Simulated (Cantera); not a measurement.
## Premixed flame

A freely propagating, adiabatic, planar premixed flame of CH4 : O2 : N2 = 1 : 2.67 : 8.53 (molar parts), unburnt at 600 K and 30000 Pa; mixture-averaged transport, grid criteria slope 0.08 and curve 0.16, no radiation.

Detailed kinetics in Cantera: GRI-Mech 3.0 (53 species, 325 reactions). Burning velocities carry a grid error of a few per cent, more on coarse grids.

| z (mm) | T (K) | u (m/s) | x CH4 | x O2 | x C2H4 | x H2O2 | x CH3 | x C2H |
|---|---|---|---|---|---|---|---|---|
| -2.71 | 600 | 1.71 | 0.0819 | 0.219 | <1e-8 | <1e-8 | 5.46e-8 | <1e-8 |
| -1.81 | 601 | 1.71 | 0.0818 | 0.218 | 3.46e-8 | 7.09e-8 | 7.80e-7 | <1e-8 |
| -1.35 | 604 | 1.72 | 0.0814 | 0.218 | 2.66e-7 | 3.73e-7 | 4.07e-6 | <1e-8 |
| -0.903 | 633 | 1.82 | 0.0793 | 0.215 | 4.17e-6 | 1.98e-6 | 3.06e-5 | <1e-8 |
| -0.452 | 910 | 2.64 | 0.0615 | 0.193 | 8.50e-5 | 4.57e-6 | 0.000458 | <1e-8 |
| -0.226 | 1270 | 3.73 | 0.0361 | 0.158 | 0.000228 | 4.97e-6 | 0.00193 | <1e-8 |
| 0 | 1638 | 4.85 | 0.0103 | 0.113 | 0.000164 | 1.24e-6 | 0.00182 | 4.46e-8 |
| 0.226 | 1797 | 5.33 | 0.00115 | 0.0841 | 1.39e-5 | 2.99e-7 | 0.000287 | 3.41e-8 |
| 0.452 | 1836 | 5.44 | 7.02e-5 | 0.0728 | 3.36e-7 | 2.00e-7 | 1.82e-5 | <1e-8 |
| 0.903 | 1872 | 5.52 | 2.74e-7 | 0.0663 | <1e-8 | 1.80e-7 | 7.58e-8 | <1e-8 |
| 1.81 | 1920 | 5.63 | <1e-8 | 0.0630 | <1e-8 | 1.51e-7 | <1e-8 | <1e-8 |
| 3.61 | 1985 | 5.79 | <1e-8 | 0.0611 | <1e-8 | 1.17e-7 | <1e-8 | <1e-8 |
| 7.23 | 2062 | 5.99 | <1e-8 | 0.0594 | <1e-8 | 8.71e-8 | <1e-8 | <1e-8 |
x: mole fraction of selected species; z is measured from the peak of heat release.

```
Quantity                     Value
------------------------  --------
laminar burning velocity  171 cm/s
thermal thickness         0.903 mm
peak x(C2H4)              0.000254
peak x(H2O2)               5.19e-6
peak x(CH3)                0.00238
peak x(C2H)                6.39e-8
```
